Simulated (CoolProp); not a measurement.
Vapour-liquid equilibrium of n-pentane (1) + cyclohexane (2) at 74.65 °C; x and y are mole fractions of (1).

Values from CoolProp's multi-fluid Helmholtz-energy mixture model, Thol 2019 and Zhou 2014; pair parameters Bell 2016.

### Question
Give the bubble pressure and the first vapour's composition at x = 0.35, 0.5, 0.95. Is there an azeotrope?

### Answer
x = 0.35: 1.722 bar, y = 0.663; x = 0.5: 2.066 bar, y = 0.776; x = 0.95: 3.090 bar, y = 0.983. No azeotrope shows between x = 0.05 and 0.95.

The pair parameters rest on a limited set of measurements; away from them the model extrapolates.
